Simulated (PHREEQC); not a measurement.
A PHREEQC speciation (ion-association model, wateq4f.dat) at 84 °C gives pH 5.29 and these molalities:

| species | mol/kgw |
|---|---|
| FeSO4 | 0.123 |
| SO4-2 | 0.0927 |
| Fe+2 | 0.0867 |
| CdSO4 | 0.0368 |
| Cd+2 | 0.0261 |
| Cd(SO4)2-2 | 0.0225 |
| K+ | 0.00958 |
| Cl- | 0.00718 |
| CdCl+ | 0.00451 |
| KSO4- | 0.00242 |
| FeCl+ | 0.000176 |
| FeOH+ | 7.02e-5 |
| CdCl2 | 6.29e-5 |
| HSO4- | 5.90e-5 |
| FeHSO4+ | 1.23e-5 |
| H+ | 6.88e-6 |
| CdOH+ | 5.63e-6 |
| Cd2OH+3 | 1.60e-6 |

**Question.** What are the element totals, and what could have been dissolved in 1 kg of water to give them?

**Answer.** One answer among several that fit: totals Cd 0.0900, Cl 0.0120, Fe(2) 0.210, K 0.0120, S(6) 0.300 mol/kgw, from 0.09 mol/kgw CdSO4, 0.012 mol/kgw KCl and 0.21 mol/kgw FeSO4.

This is a speciation only: nothing precipitates in the calculation. At this temperature some constants are extrapolated from 25 °C, and those without enthalpy data are left unchanged.
